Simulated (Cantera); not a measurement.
Diamond growth

A diamond (100) surface in a fixed gas of H2 with x(CH4) = 0.012, x(H) = 0.00033, x(CH3) = 2.5e-05, at 1273 K; coverages are run to steady state.

Detailed kinetics in Cantera: the Harris–Goodwin 1993 mechanism for the reconstructed diamond (100) surface.

```
P (Pa)  growth (µm/h)  θ c6HH  θ c6H*  θ c6*H  θ c6**    θ c6HM
------  -------------  ------  ------  ------  ------  --------
760           0.00348   0.503  0.0395   0.443  0.0147   9.21e-6
1300          0.00799   0.503  0.0395   0.442  0.0147   1.63e-5
2300           0.0181   0.503  0.0395   0.442  0.0146   2.97e-5
4000           0.0378   0.503  0.0395   0.442  0.0146   5.29e-5
6900           0.0763   0.503  0.0395   0.442  0.0146   9.25e-5
12000           0.155   0.503  0.0395   0.442  0.0146  0.000162
21000           0.327   0.503  0.0395   0.442  0.0146  0.000282
36000           0.700   0.503  0.0395   0.442  0.0146  0.000475
```
θ: site fractions in the mechanism's names (c6HH fully hydrogenated, c6H* and c6*H radical sites, c6** diradical, c6HM methylated).
